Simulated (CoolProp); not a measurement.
Aqueous methanol as a coolant, 35 % by mass, freezing at -31.9 °C, 1 atm.

Values from CoolProp's Melinder's fits for secondary coolants.

| T (°C) | viscosity (mPa s) | conductivity (W/(m K)) | cp (kJ/(kg K)) | Prandtl number |
|---|---|---|---|---|
| -28.1 | 14.6 | 0.379 | 3.460 | 133 |
| -20.4 | 9.48 | 0.384 | 3.556 | 87.8 |
| -12.7 | 6.43 | 0.388 | 3.645 | 60.3 |
| -5 | 4.53 | 0.393 | 3.725 | 43.0 |
| 2.7 | 3.32 | 0.398 | 3.796 | 31.7 |
| 10.5 | 2.49 | 0.402 | 3.856 | 23.9 |
| 18.2 | 1.94 | 0.407 | 3.902 | 18.6 |
| 25.9 | 1.54 | 0.412 | 3.935 | 14.7 |
| 33.6 | 1.25 | 0.417 | 3.952 | 11.8 |
